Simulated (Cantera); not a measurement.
## Si₃H₈ + N₂ (silicon epitaxy and polysilicon growth)

Feed: 1 mol Si₃H₈, 37 mol N₂, equilibrated at 825 K and 0.110 bar.

These are equilibrium values from Cantera (NASA tables, ideal gas, pure condensed phases), not measurements of a reactor. Candidate condensed phases: Si, Si₃N₄; 18 gas species. The feed counts by its element totals alone. N₂ is the only nitrogen source here; it is nearly inert below about 1500 K, so the nitride shown seldom forms there in practice. Equilibrium is a limit: real reactors are often held back by kinetics, nucleation or transport.

The x(N₂) is 0.897. The x(H₂) comes out as 0.103. The x(NH₃) is 8.01e-6. The n(Si₃N₄(s)) is 1.00 mol and the gas amount is 39.00 mol. The log10 activity of Si(s) (absent) is -9.28.
